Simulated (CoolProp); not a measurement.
1,2-dichloroethane along the isobar 7080 kPa: Z from the reference equation and from simpler models built on Tc = 561.6 K, pc = 5226 kPa, ω = 0.269; each cubic takes its own stable root.

The numbers come from the reference Helmholtz-energy equation of state, Thol 2015 in CoolProp.

```json
[
 {"T (K)": "273.1", "phase": "liquid", "reference": "0.2398"},
 {"T (K)": "290.5", "phase": "liquid", "reference": "0.2297"},
 {"T (K)": "308", "phase": "liquid", "reference": "0.2209"},
 {"T (K)": "325.5", "phase": "liquid", "reference": "0.2133"},
 {"T (K)": "342.9", "phase": "liquid", "reference": "0.2069"},
 {"T (K)": "360.4", "phase": "liquid", "reference": "0.2013"},
 {"T (K)": "377.8", "phase": "liquid", "reference": "0.1966"},
 {"T (K)": "395.3", "phase": "liquid", "reference": "0.1927"},
 {"T (K)": "412.7", "phase": "liquid", "reference": "0.1896"},
 {"T (K)": "430.2", "phase": "liquid", "reference": "0.1873"},
 {"T (K)": "447.6", "phase": "liquid", "reference": "0.1857"},
 {"T (K)": "465.1", "phase": "liquid", "reference": "0.1850"},
 {"T (K)": "482.5", "phase": "liquid", "reference": "0.1852"},
 {"T (K)": "500", "phase": "liquid", "reference": "0.1866"}
]
```

Q: How far does each simpler model (van der Waals, Soave-Redlich-Kwong, Peng-Robinson) lie from the reference over these 14 states: mean and median of the absolute difference, and the worst?

A: 
- van der Waals: mean 68.2 %, median 68.5 %, worst +72.9 % at 273.1 K and 7080 kPa
- Soave-Redlich-Kwong: mean 14.6 %, median 14.3 %, worst +17.2 % at 500 K and 7080 kPa
- Peng-Robinson: mean 1.7 %, median 1.4 %, worst +3.9 % at 500 K and 7080 kPa
